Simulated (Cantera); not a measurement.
# Ignition delay

Mixture: H2 : O2 : N2 = 1 : 0.538 : 2.02 (molar parts), equivalence ratio 0.93, at 5.80 bar, adiabatic and at constant volume. Ignition delay is the time to a rise of 400 K.

Computed with Cantera and the H2/O2 subset of GRI-Mech 3.0, which has no nitrogen chemistry. The hydrogen kinetics of GRI-Mech 3.0 are dated; newer H2 mechanisms differ, most at raised pressure. Where the delays flatten at high temperature, the 400 K rule measures the pace of heat release, not the induction time.

| T0 (K) | delay (ms) |
|---|---|
| 1225 | 0.0113 |
| 1325 | 0.00498 |
| 1425 | 0.00305 |
| 1525 | 0.00213 |
| 1625 | 0.00161 |
| 1725 | 0.00130 |
| 1825 | 0.00110 |
| 1925 | 0.000979 |
| 2025 | 0.000911 |
| 2125 | 0.000882 |
